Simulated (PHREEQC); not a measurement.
# Brine: speciation

Consider water at 25 °C with 0.3 mol NaCl and 0.45 mol K2SO4 per kg of water. Closed to the air; pH follows from the charge balance.

Model: Pitzer model, pitzer.dat, run in PHREEQC.

Precipitation was switched off in this run.

Task: Estimate the activity of water, osmotic coefficient, density.

Result: activity of water 0.974; osmotic coefficient 0.738; density 1.067 g/cm³.
